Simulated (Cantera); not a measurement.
# Diamond growth

A diamond (100) surface in a fixed gas of H2 with x(CH4) = 0.013, x(H) = 0.0026, at 1200 K, 0.0210 bar; coverages are run to steady state.

Detailed kinetics in Cantera: the Harris–Goodwin 1993 mechanism for the reconstructed diamond (100) surface.

| x(CH3) | growth (µm/h) | θ c6HH | θ c6H* | θ c6*H | θ c6** | θ c6HM |
|---|---|---|---|---|---|---|
| 1e-06 | 0.00298 | 0.448 | 0.0380 | 0.487 | 0.0275 | 7.24e-6 |
| 2.8e-06 | 0.00834 | 0.448 | 0.0380 | 0.487 | 0.0275 | 2.03e-5 |
| 7.6e-06 | 0.0226 | 0.448 | 0.0380 | 0.487 | 0.0275 | 5.50e-5 |
| 2.1e-05 | 0.0625 | 0.447 | 0.0380 | 0.487 | 0.0275 | 0.000152 |
| 5.8e-05 | 0.172 | 0.447 | 0.0380 | 0.486 | 0.0274 | 0.000419 |
| 0.00016 | 0.471 | 0.447 | 0.0379 | 0.486 | 0.0271 | 0.00115 |
| 0.00045 | 1.30 | 0.445 | 0.0378 | 0.484 | 0.0264 | 0.00319 |
| 0.0012 | 3.30 | 0.441 | 0.0374 | 0.479 | 0.0246 | 0.00824 |
| 0.0034 | 8.23 | 0.431 | 0.0364 | 0.465 | 0.0205 | 0.0216 |
θ: site fractions in the mechanism's names (c6HH fully hydrogenated, c6H* and c6*H radical sites, c6** diradical, c6HM methylated).
